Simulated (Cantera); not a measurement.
Input: 1 mol SiH2Cl2, 5.2 mol H2O, 39 mol N2, held at 1375 K and 83.0 mbar.

Cantera equilibrium calculation (NASA polynomials, part measured and part estimated; ideal gas, pure solids and liquids). Candidate condensed phases: H2O, NH4Cl, Si, SiO2, Si2N2O, Si3N4; 47 gas species. The tables hold silica as quartz up to 1696 K and as liquid above; real silica turns to tridymite and cristobalite and melts near 1996 K. Equilibrium is a limit: real reactors are often held back by kinetics, nucleation or transport.

Base state: N2 0.844, H2O 0.0693, H2 0.0433, HCl 0.0433 (mole fractions); condensed: SiO2(β-quartz).

Question: What changes in the equilibrium state with this change: temperature from 1375 K to 2000 K?

Answer: 
```tsv
species	before	after
N2	0.844	0.843
H2O	0.0693	0.0695
H2	0.0433	0.0427
H	2.47e-6	0.00117
HCl	0.0433	0.0424
SiO	<1e-9	0.000533
NO	2.41e-9	2.82e-5
OH	7.13e-8	0.000190
SiO2(β-quartz), mol	1.00	0
SiO2(l), mol	0	0.975
```
